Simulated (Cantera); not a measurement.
Input: 1 mol CCl₄, 6.3 mol H₂, at 26.0 Pa.

Method: chemical equilibrium by Gibbs-energy minimisation in Cantera with the NASA 1993 tables (ideal gas, pure condensed phases). Candidate condensed phases: C, C₆H₆, C₇H₈, C₈H₁₈; 91 gas species. Equilibrium is a limit: real reactors are often held back by kinetics, nucleation or transport. All values below are at 1675 °C.

Base state: H₂ 0.488, HCl 0.430, H 0.0490, Cl 0.0323, C₂H₂ (acetylene) 0.000263 (mole fractions); condensed: C(graphite).

Task: What changes in the equilibrium state with this change: CCl₄ replaced by CH₃Cl?

Result: 
```json
[
 {"species": "H₂", "before": "0.488", "after": "0.820"},
 {"species": "HCl", "before": "0.430", "after": "0.110"},
 {"species": "H", "before": "0.0490", "after": "0.0635"},
 {"species": "Cl", "before": "0.0323", "after": "0.00638"},
 {"species": "C₂H₂ (acetylene)", "before": "0.000263", "after": "0.000442"},
 {"species": "C(graphite), mol", "before": "0.995", "after": "0.992"}
]
```
